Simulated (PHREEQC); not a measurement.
**Brine: an equilibrium model**

Consider water at 65 °C with 3 mol/kgw K2CO3 and 2.1 mol/kgw KCl. Closed to the air; pH follows from the charge balance.

Model: Pitzer model, pitzer.dat, run in PHREEQC.

Precipitation was switched off in this run.

Problem. Predict the pH.

Solution. pH 11.99.

In brines, pH and single-ion activities rest on the MacInnes convention. Constants without temperature data keep their 25 °C values here.
